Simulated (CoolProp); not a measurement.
Vapour-liquid equilibrium of R22 (1) + dimethyl ether (2) at 325.7 K; x and y are mole fractions of (1).

Model: multi-fluid Helmholtz-energy mixture model, Kamei 1995 and Wu 2011; pair parameters Bell 2016, in CoolProp.

Question: Give the bubble pressure and the first vapour's composition at x = 0.2, 0.5, 0.65. Is there an azeotrope?

Answer: x = 0.2: 1.187 MPa, y = 0.197; x = 0.5: 1.273 MPa, y = 0.577; x = 0.65: 1.421 MPa, y = 0.759. y crosses x between x = 0.2 and 0.35: the model has an azeotrope there.

The pair parameters rest on a limited set of measurements; away from them the model extrapolates.
